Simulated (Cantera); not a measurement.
Ignition delay

Mixture: 3.26 % CH4, 0.317 % CO, 16.3 % O2, 80.0 % N2, 0.111 % H2O, at 240000 Pa, adiabatic and at constant volume. Ignition delay is the time to a rise of 400 K.

Model: GRI-Mech 3.0 (53 species, 325 reactions), integrated in Cantera.

```
T0 (K)  delay (ms)
------  ----------
1200          16.7
1250          8.53
1300          4.52
1350          2.48
1400          1.42
1450         0.839
1500         0.516
1550         0.329
```

```yaml
apparent activation energy between 1450 and 1550 K: 170 kJ/mol
```
